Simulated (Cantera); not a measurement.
Feed: 1 mol Si₃N₄, 0.015 mol CO₂, 3.9 mol H₂, held at 702 °C and 1.33 mbar.

Cantera equilibrium calculation (NASA polynomials, part measured and part estimated; ideal gas, pure solids and liquids). Candidate condensed phases: C, C₆H₆, C₇H₈, C₈H₁₈, H₂O, Si, SiC, SiO₂, Si₂N₂O, Si₃N₄; 151 gas species. The numbers say what is thermodynamically allowed, not how fast it happens.

Base state: H₂ 0.997, N₂ 0.00256, CH₄ 0.000167 (mole fractions); condensed: C(graphite) + Si₂N₂O(s) + Si₃N₄(s).

Task: What changes in the equilibrium state with this change: Si₃N₄ replaced by SiC?

Result: 
| species | before | after |
|---|---|---|
| H₂ | 0.997 | 1.000 |
| CH₄ | 0.000167 | 0.000167 |
| CO | <1e-9 | 3.66e-5 |
| N₂ | 0.00256 | 0 |
| C(graphite), mol | 0.0143 | 0.0291 |
| Si₂N₂O(s), mol | 0.0300 | 0 |
| Si₃N₄(s), mol | 0.980 | 0 |
| SiC(s), mol | 0 | 0.985 |
| SiO₂(β-quartz), mol | 0 | 0.0149 |
